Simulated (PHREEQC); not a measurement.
0.069 g of hydrous ferric oxide (600 m²/g; 0.2 weak and 0.005 strong sites per Fe, Dzombak-Morel constants, diffuse double layer) in 1 kg of water with 0.3 mol/kgw of an inert sodium salt and 3.5e-05 mol Na2SeO4, at 25 °C; the pH is set by adding NaOH or the inert anion's acid. Oxygen is held at 0.21 atm. The system is closed to CO2. Precipitation was switched off in this run.

Equilibrium calculation in PHREEQC: ion-association model, wateq4f.dat.

```tsv
pH	Se sorbed (%)	surface charge σ (C/m²)	surface potential ψ (mV)
4	43.1	0.284	113
4.38	40.2	…	110
4.75	35.4	0.251	106
5.12	28.4	0.224	101
5.5	19.8	…	93
5.88	11.7	0.157	84
6.25	5.8	0.125	73
6.62	2.4	0.094	…
7	…	0.066	46
7.38	0.3	0.041	…
7.75	…	0.020	15
8.12	0.0	-0.001	0
8.5	0.0	-0.021	-17
8.88	0.0	-0.044	…
9.25	0.0	-0.068	-48
9.62	0.0	-0.097	…
10	0.0	-0.132	-75
```

Question: What belongs in the gaps?

Answer: 
- 4.38, surface charge σ (C/m²): 0.271
- 5.5, surface charge σ (C/m²): 0.192
- 6.62, surface potential ψ (mV): 60
- 7, Se sorbed (%): 0.8
- 7.38, surface potential ψ (mV): 31
- 7.75, Se sorbed (%): 0.1
- 8.88, surface potential ψ (mV): -33
- 9.62, surface potential ψ (mV): -62
